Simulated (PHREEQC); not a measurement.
Dissolve 0.011 mol/kgw FeSO4 and 0.11 mol/kgw CuCl2 at 72 °C. Closed to the air; pH follows from the charge balance.

Model: ion-association model, phreeqc.dat, run in PHREEQC.

This is a speciation only: nothing precipitates in the calculation.

**Question.** Estimate the pH, ionic strength, density.

**Answer.** pH 3.88; ionic strength 0.244 mol/kgw; density 0.991 g/cm³.

**Question.** In which forms is Cl present?

**Answer.** Cl- 75 %, CuCl+ 22 %, CuCl2 2.6 % of the Cl.

Constants without temperature data keep their 25 °C values here.
